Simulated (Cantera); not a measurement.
What does this Cantera script print?

```python
import numpy as np
import cantera as ct

gas_names = """
    H HNO HNO2 HNO3 HO2 H2 H2O H2O2 H2S H2SO4 N NH NH2 NH3 NH2OH NO NO2 NO3 N2 N2H2 N2H4 N2O O OH O2 O3
    S SH SN SO SO2 SO3 S2 S2O S8
""".split()
cond_names = """
    H2O(s) H2O(L) H2SO4(L) S(cr1) S(cr2) S(L)
""".split()


def load(file, names, dense=False):
    # The tables refer to 1 bar. Condensed volumes are neglected.
    table = {s.name: s for s in ct.Species.list_from_file(file)}
    out = []
    for n in names:
        d = dict(table[n].input_data)
        d["thermo"] = dict(d["thermo"], **{"reference-pressure": 1e5})
        if dense:
            d["equation-of-state"] = {"model": "constant-volume", "density": "1e6 g/cm^3"}
        out.append(ct.Species.from_dict(d))
    return out


gas = ct.Solution(thermo="ideal-gas", species=load("nasa_gas.yaml", gas_names))
cond = {s.name: ct.Solution(thermo="fixed-stoichiometry", species=[s], name=s.name)
        for s in load("nasa_condensed.yaml", cond_names, dense=True)}
atoms = {
    'SO2': {'S': 1, 'O': 2},
    'N2': {'N': 2},
    'H2O': {'H': 2, 'O': 1},
    'H2S': {'H': 2, 'S': 1},
}
top_T = {}  # K; cautious upper limits of use, not melting points


def equilibrate(T, P, feed):
    n = {}
    for name, mol in feed.items():
        for a, k in atoms[name].items():
            n[a] = n.get(a, 0.0) + k * mol
    gas.TPX = T, P, n
    mass = sum(n.values()) * gas.mean_molecular_weight
    gas.equilibrate("TP")
    valid = [c for c in cond.values() if c.min_temp <= T <= top_T.get(c.name, c.max_temp)]
    mix = ct.Mixture([(gas, mass / gas.mean_molecular_weight)] + [(c, 0.0) for c in valid])
    mix.T, mix.P = T, P
    mix.equilibrate("TP", solver="vcs", rtol=1e-11, max_steps=5000)
    return mix


results = []
feed = {'SO2': 1, 'N2': 1.6, 'H2O': 1.8, 'H2S': 0.043}  # mol
P = 29000  # Pa
for T in [1848, 1923, 1998, 2073, 2148, 2223, 2298, 2373, 2448, 2523, 2598, 2673, 2748, 2823]:
    mix = equilibrate(T, P, feed)
    results.append((T, P, feed, dict(zip(mix.species_names, mix.species_moles))))
    x = sorted(zip(gas.X, gas.species_names), reverse=True)
    print(f"T = {T:g} K  P = {P:g} Pa  gas = {mix.phase_moles(0):.4g} mol")
    print("   x: " + "  ".join(f"{s} {v:.3e}" for v, s in x if v > 1e-05))
    print("   condensed (mol): " + ("  ".join(f"{mix.phase(i).name} {mix.phase_moles(i):.4g}"
          for i in range(1, mix.n_phases) if mix.phase_moles(i) > 1e-12) or "none"))
```

Result:

```
T = 1848 K  P = 29000 Pa  gas = 4.484 mol
   x: H2O 3.895e-01  N2 3.568e-01  SO2 2.264e-01  H2 2.109e-02  SO 4.921e-03  S2 4.034e-04  H2S 2.108e-04  OH 1.943e-04  SH 1.447e-04  H 1.430e-04  S2O 4.672e-05  S 4.041e-05  NO 2.043e-05
   condensed (mol): none
T = 1923 K  P = 29000 Pa  gas = 4.486 mol
   x: H2O 3.888e-01  N2 3.567e-01  SO2 2.260e-01  H2 2.150e-02  SO 5.702e-03  OH 3.993e-04  H 2.565e-04  S2 2.135e-04  SH 1.282e-04  H2S 1.243e-04  S 5.109e-05  NO 4.772e-05  S2O 2.865e-05  O2 2.798e-05
   condensed (mol): none
T = 1998 K  P = 29000 Pa  gas = 4.488 mol
   x: H2O 3.882e-01  N2 3.564e-01  SO2 2.254e-01  H2 2.164e-02  SO 6.449e-03  OH 7.822e-04  H 4.382e-04  S2 1.127e-04  SH 1.112e-04  NO 1.058e-04  O2 8.962e-05  H2S 7.347e-05  S 6.190e-05  S2O 1.754e-05  O 1.158e-05
   condensed (mol): none
T = 2073 K  P = 29000 Pa  gas = 4.492 mol
   x: H2O 3.873e-01  N2 3.561e-01  SO2 2.246e-01  H2 2.182e-02  SO 7.240e-03  OH 1.456e-03  H 7.214e-04  O2 2.623e-04  NO 2.208e-04  SH 9.793e-05  S 7.432e-05  S2 6.293e-05  H2S 4.543e-05  O 3.456e-05  S2O 1.119e-05
   condensed (mol): none
T = 2148 K  P = 29000 Pa  gas = 4.498 mol
   x: H2O 3.854e-01  N2 3.555e-01  SO2 2.233e-01  H2 2.238e-02  SO 8.213e-03  OH 2.566e-03  H 1.158e-03  O2 6.835e-04  NO 4.287e-04  O 9.361e-05  S 9.161e-05  SH 9.129e-05  S2 3.954e-05  H2S 3.076e-05  SO3 1.201e-05
   condensed (mol): none
T = 2223 K  P = 29000 Pa  gas = 4.509 mol
   x: H2O 3.819e-01  N2 3.545e-01  SO2 2.214e-01  H2 2.370e-02  SO 9.556e-03  OH 4.262e-03  H 1.831e-03  O2 1.549e-03  NO 7.660e-04  O 2.284e-04  S 1.196e-04  SH 9.335e-05  S2 2.956e-05  H2S 2.373e-05  SO3 1.505e-05
   condensed (mol): none
T = 2298 K  P = 29000 Pa  gas = 4.526 mol
   x: H2O 3.764e-01  N2 3.529e-01  SO2 2.186e-01  H2 2.600e-02  SO 1.147e-02  OH 6.672e-03  O2 3.039e-03  H 2.868e-03  NO 1.258e-03  O 5.025e-04  S 1.673e-04  SH 1.060e-04  S2 2.679e-05  H2S 2.113e-05  SO3 1.767e-05
   condensed (mol): none
T = 2373 K  P = 29000 Pa  gas = 4.551 mol
   x: H2O 3.683e-01  N2 3.506e-01  SO2 2.146e-01  H2 2.938e-02  SO 1.411e-02  OH 9.898e-03  O2 5.244e-03  H 4.445e-03  NO 1.916e-03  O 1.008e-03  S 2.481e-04  SH 1.315e-04  S2 2.860e-05  H2S 2.124e-05  SO3 1.957e-05
   condensed (mol): none
T = 2448 K  P = 29000 Pa  gas = 4.585 mol
   x: H2O 3.576e-01  N2 3.476e-01  SO2 2.092e-01  H2 3.376e-02  SO 1.758e-02  OH 1.403e-02  O2 8.182e-03  H 6.792e-03  NO 2.746e-03  O 1.874e-03  S 3.809e-04  SH 1.728e-04  S2 3.424e-05  H2S 2.321e-05  SO3 2.067e-05
   condensed (mol): none
T = 2523 K  P = 29000 Pa  gas = 4.632 mol
   x: H2O 3.441e-01  N2 3.436e-01  SO2 2.023e-01  H2 3.902e-02  SO 2.195e-02  OH 1.912e-02  O2 1.183e-02  H 1.019e-02  NO 3.750e-03  O 3.275e-03  S 5.937e-04  SH 2.343e-04  S2 4.395e-05  H2S 2.664e-05  SO3 2.102e-05
   condensed (mol): none
T = 2598 K  P = 29000 Pa  gas = 4.692 mol
   x: N2 3.386e-01  H2O 3.275e-01  SO2 1.936e-01  H2 4.499e-02  SO 2.724e-02  OH 2.521e-02  O2 1.612e-02  H 1.500e-02  O 5.439e-03  NO 4.928e-03  S 9.253e-04  SH 3.210e-04  S2 5.852e-05  H2S 3.130e-05  SO3 2.072e-05
   condensed (mol): none
T = 2673 K  P = 29000 Pa  gas = 4.769 mol
   x: N2 3.324e-01  H2O 3.079e-01  SO2 1.832e-01  H2 5.142e-02  SO 3.343e-02  OH 3.222e-02  H 2.158e-02  O2 2.098e-02  O 8.654e-03  NO 6.270e-03  S 1.429e-03  SH 4.387e-04  S2 7.906e-05  H2S 3.699e-05  SO3 1.986e-05  S2O 1.121e-05
   condensed (mol): none
T = 2748 K  P = 29000 Pa  gas = 4.866 mol
   x: N2 3.249e-01  H2O 2.852e-01  SO2 1.709e-01  H2 5.803e-02  SO 4.038e-02  OH 4.001e-02  H 3.038e-02  O2 2.623e-02  O 1.326e-02  NO 7.753e-03  S 2.171e-03  SH 5.924e-04  S2 1.068e-04  H2S 4.342e-05  SO3 1.853e-05  S2O 1.347e-05
   condensed (mol): none
T = 2823 K  P = 29000 Pa  gas = 4.987 mol
   x: N2 3.162e-01  H2O 2.596e-01  SO2 1.569e-01  H2 6.443e-02  OH 4.832e-02  SO 4.788e-02  H 4.179e-02  O2 3.169e-02  O 1.964e-02  NO 9.345e-03  S 3.238e-03  SH 7.855e-04  S2 1.427e-04  H2S 5.018e-05  SO3 1.683e-05  S2O 1.592e-05
   condensed (mol): none
```

These are equilibrium values from Cantera (NASA tables, ideal gas, pure condensed phases), not measurements of a reactor.
